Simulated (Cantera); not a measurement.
Charge: 1 mol Si, 8.7 mol F2, 2.9 mol SF6, equilibrated at 823 K and 6.00 Pa.

Cantera equilibrium calculation (NASA polynomials, part measured and part estimated; ideal gas, pure solids and liquids). Candidate condensed phases: S, Si; 21 gas species. Equilibrium is a limit: real reactors are often held back by kinetics, nucleation or transport.

Base state: F 0.589, SF6 0.193, F2 0.151, SiF4 0.0666 (mole fractions); condensed: gas only.

Problem. What changes in the equilibrium state with this change: pressure from 6.00 Pa to 3.80 mbar?

Solution. 
| species | before | after |
|---|---|---|
| F2 | 0.151 | 0.520 |
| SF6 | 0.193 | 0.255 |
| F | 0.589 | 0.137 |
| SiF4 | 0.0666 | 0.0879 |
